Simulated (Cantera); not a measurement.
Input: 1 mol FeS₂, 60 mol H₂, 1.9 mol H₂O, held at 340 Pa.

Method: chemical equilibrium by Gibbs-energy minimisation in Cantera with the NASA 1993 tables (ideal gas, pure condensed phases). Candidate condensed phases: Fe, FeO, Fe(OH)₂, Fe(OH)₃, FeS, FeSO₄, FeS₂, Fe₂O₃, Fe₂(SO₄)₃, Fe₃O₄, H₂O, H₂SO₄, S; 22 gas species. Rates play no part.

Problem. At 1873 K, list the 7 most abundant gas species with their mole fractions, and the condensed phases.

Solution. H₂ 0.923, H₂O 0.0291, Fe 0.0156, H 0.0106, S₂ 0.00952, SH 0.00496, H₂S 0.00449. Condensed: gas only.
